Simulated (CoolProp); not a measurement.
The fluid at 409.15 K and 0.589 MPa expands adiabatically to 0.0593 MPa with isentropic efficiency 0.8. The same conditions are run with several fluids, on thermodynamics alone (safety and materials aside).

The numbers come from the reference Helmholtz-energy equation of state of each fluid (R22: Kamei 1995; ethylene: Smukala 2000; C2F6 (R116): Lemmon 2006; R124: de Vries 1995; R143a: Lemmon and Jacobsen 2000) in CoolProp.

```json
[
 {"fluid": "R22", "work (kJ/kg)": "…", "final temperature (K)": "320.3", "final density (kg/m³)": "…"},
 {"fluid": "ethylene", "work (kJ/kg)": "183", "final temperature (K)": "301.0", "final density (kg/m³)": "…"},
 {"fluid": "C2F6 (R116)", "work (kJ/kg)": "…", "final temperature (K)": "…", "final density (kg/m³)": "2.74"},
 {"fluid": "R124", "work (kJ/kg)": "…", "final temperature (K)": "355.8", "final density (kg/m³)": "2.76"},
 {"fluid": "R143a", "work (kJ/kg)": "…", "final temperature (K)": "344.6", "final density (kg/m³)": "1.75"}
]
```

### Question
Some entries are withheld; supply them.

### Answer

- R22, work (kJ/kg): 61.0
- R22, final density (kg/m³): 1.94
- ethylene, final density (kg/m³): 0.667
- C2F6 (R116), work (kJ/kg): 41.5
- C2F6 (R116), final temperature (K): 360.8
- R124, work (kJ/kg): 40.9
- R143a, work (kJ/kg): 65.7
